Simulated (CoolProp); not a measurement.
A single-stage vapour-compression cycle with fluoroethane (R161): evaporating at 196.15 K (dew point), condensing at 227.15 K (bubble point), superheat 8 K, subcooling 5 K, compressor efficiency 0.85, no pressure losses. Each further row changes one setting.

The numbers come from the reference Helmholtz-energy equation of state, Wu 2012 in CoolProp.

| case | cooling COP | pressure ratio | discharge temperature (K) | refrigerating effect (kJ/kg) | volumetric capacity (kJ/m³) |
|---|---|---|---|---|---|
| as stated | [?] | 6.27 | 286.5 | 422 | 130 |
| evaporating temperature 201.15 K | 5.97 | 4.46 | 276.4 | 427 | 180 |
| condensing temperature 222.15 K | 5.79 | 4.86 | 274.5 | 432 | 133 |
| subcooling 10 K | [?] | 6.27 | 286.5 | 432 | 133 |
| superheat 18 K | 4.67 | 6.27 | 297.9 | [?] | 126 |
| compressor efficiency 0.75 | 4.21 | 6.27 | [?] | 422 | 130 |

**Question.** Complete the blanks.

**Answer.** 
- as stated, cooling COP: 4.77
- subcooling 10 K, cooling COP: 4.88
- superheat 18 K, refrigerating effect (kJ/kg): 433
- compressor efficiency 0.75, discharge temperature (K): 296.1
